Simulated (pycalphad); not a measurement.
Computed with pycalphad from the COST 507 light-alloy database (1999), at 1 atm. These are 1990s assessments: newer ones move some temperatures and phases. Phase fractions are per mole of atoms.

Problem. Give the equilibrium state of Si-44C (at.%) at 2177 °C.

Solution. CSI, fraction 0.878, with 50.0 C at.%; liquid, fraction 0.122, with 0.92 C at.%.

Problem. Give the equilibrium state of Si-44C (at.%) at 1352 °C.

Solution. CSI, fraction 0.880, with 50.0 C at.%; diamond (Si), fraction 0.120, with <0.01 C at.%.

Database names, with the compositions (at.%) that they take in these runs: CSI: Si 50 C 50.
